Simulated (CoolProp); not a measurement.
Vapour-liquid equilibrium of propane (1) + c-C4F8 (RC318) (2) at 340.6 K; x and y are mole fractions of (1).

The numbers come from the multi-fluid Helmholtz-energy mixture model, Lemmon 2009 and Platzer 1990; pair parameters Bell 2016 in CoolProp. This equation is an older, rougher fit; its heat capacities, sound speeds and derivatives of the liquid may be far off and weren't checked against measurements.

Task: Give the bubble pressure and the first vapour's composition at x = 0.25, 0.65, 0.75. Is there an azeotrope?

Result: x = 0.25: 1691 kPa, y = 0.450; x = 0.65: 2330 kPa, y = 0.727; x = 0.75: 2419 kPa, y = 0.790. y crosses x between x = 0.85 and 0.95: the model has an azeotrope there.

Pair parameters are fitted to limited data, so mixtures are less certain than the pure fluids.
